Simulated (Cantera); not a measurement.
A diamond (100) surface in a fixed gas of H2 with x(CH4) = 0.02, x(CH3) = 0.0001, at 1025 K, 75.0 Torr; coverages are run to steady state.

Model: the Harris–Goodwin 1993 mechanism for the reconstructed diamond (100) surface, integrated in Cantera.

θ: site fractions in the mechanism's names (c6HH fully hydrogenated, c6H* and c6*H radical sites, c6** diradical, c6HM methylated).

| x(H) | growth (µm/h) | θ c6HH | θ c6H* | θ c6*H | θ c6** | θ c6HM |
|---|---|---|---|---|---|---|
| 0.0001 | 1.36 | 0.525 | 0.0156 | 0.299 | 0.00404 | 0.111 |
| 0.00022 | 2.44 | 0.521 | 0.0171 | 0.326 | 0.00628 | 0.0915 |
| 0.00051 | 3.73 | 0.535 | 0.0184 | 0.352 | 0.00849 | 0.0606 |
| 0.0011 | (withheld) | 0.551 | 0.0194 | 0.370 | (withheld) | (withheld) |
| 0.0026 | 5.35 | 0.562 | 0.0201 | 0.383 | 0.0109 | 0.0171 |
| 0.0058 | 5.67 | 0.568 | 0.0204 | 0.388 | 0.0113 | 0.00813 |
| 0.013 | 5.83 | 0.571 | 0.0207 | 0.391 | 0.0116 | 0.00373 |
| 0.029 | 5.92 | 0.573 | 0.0212 | 0.392 | 0.0117 | (withheld) |
| 0.066 | 5.98 | 0.573 | 0.0220 | 0.392 | 0.0119 | 0.000752 |

Task: Fill in the missing entries.

Result: 
- 0.0011, growth (µm/h): 4.68
- 0.0011, θ c6**: 0.00994
- 0.0011, θ c6HM: 0.0353
- 0.029, θ c6HM: 0.00170
